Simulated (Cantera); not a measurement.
A closed system holds: 1 mol BN, a varied amount of HCl, held at 1748.15 K and 10.0 mbar.

Method: chemical equilibrium by Gibbs-energy minimisation in Cantera with the NASA 1993 tables (ideal gas, pure condensed phases). Candidate condensed phases: B, BN, NH₄Cl; 21 gas species. Gases not in the tables: BHCl₂. Kinetics and transport are ignored.

Task: Which condensed phases are stable at each of these points (n(HCl) (mol)): 4.6, 11, 17, 23, 29, 35, 41, 47, 53, 60?

Result: 
```
n(HCl) (mol)  condensed phases  B condensed (%)
------------  ----------------  ---------------
4.6                      BN(s)             63.5
11                       BN(s)             12.7
17                    gas only              0.0
23                    gas only              0.0
29                    gas only              0.0
35                    gas only              0.0
41                    gas only              0.0
47                    gas only              0.0
53                    gas only              0.0
60                    gas only              0.0
```

From 4.6 mol HCl to 11 mol HCl the condensed part is BN(s). From 17 mol HCl to 60 mol HCl nothing is condensed.
